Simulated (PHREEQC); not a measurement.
Na2CO3 is added in steps, without added water, to 1 kg of water holding 6.4e-05 mol CaSO4, 0.0039 mol CO2 and 0.063 mol KCl, at 25 °C. Oxygen is held at 0.21 atm. No CO2 enters from the air. Solids allowed: Calcite, Gypsum, Portlandite, Halite, Mirabilite, Nahcolite, Natron. Others were left out.

Base run: PHREEQC, ion-association model, wateq4f.dat. Each further column changes one thing. The table gives Ca+2 (mol/kgw).

```csv
Na2CO3 added (mol),base,metal-ligand complexes left out,database phreeqc.dat,Davies equation for every ion,database pitzer.dat
0,6.39e-5,6.40e-5,6.39e-5,6.39e-5,6.40e-5
0.0008125,6.33e-5,6.40e-5,6.33e-5,6.33e-5,6.40e-5
0.002437,6.22e-5,6.40e-5,6.22e-5,6.22e-5,6.40e-5
0.00325,6.15e-5,6.40e-5,6.15e-5,6.16e-5,6.40e-5
0.004063,5.81e-5,6.40e-5,5.81e-5,5.84e-5,6.40e-5
0.005687,1.19e-5,1.10e-5,1.19e-5,1.29e-5,?
0.0065,8.33e-6,?,8.34e-6,?,8.96e-6
0.007313,6.48e-6,5.89e-6,6.49e-6,7.03e-6,6.98e-6
0.008937,4.59e-6,?,4.60e-6,?,4.95e-6
0.00975,4.04e-6,3.59e-6,4.05e-6,4.38e-6,4.36e-6
0.01056,3.62e-6,?,3.63e-6,3.93e-6,3.92e-6
0.01219,3.04e-6,?,3.04e-6,3.29e-6,3.29e-6
0.013,2.82e-6,2.44e-6,2.83e-6,3.06e-6,3.07e-6
```

Task: Fill in the missing entries.

Result: 
- 0.005687, database pitzer.dat: 1.28e-5
- 0.0065, metal-ligand complexes left out: 7.63e-6
- 0.0065, Davies equation for every ion: 9.03e-6
- 0.008937, metal-ligand complexes left out: 4.10e-6
- 0.008937, Davies equation for every ion: 4.98e-6
- 0.01056, metal-ligand complexes left out: 3.20e-6
- 0.01219, metal-ligand complexes left out: 2.64e-6

 pitzer.dat has no redox and few complexes: it carries them in its interaction parameters. phreeqc.dat and wateq4f.dat share most of their constants, so their agreement is no independent check. Solids allowed in the column 'database phreeqc.dat': Calcite, Gypsum, Halite, Sylvite. Solids allowed in the column 'database pitzer.dat': Arcanite, Calcite, Burkeite, Gaylussite, Glaserite, Glauberite, Gypsum, Anhydrite, Halite, Kalicinite, Mirabilite, Misenite, Nahcolite, Natron, Pirssonite, Portlandite, Sylvite, Syngenite, Thenardite, Trona.
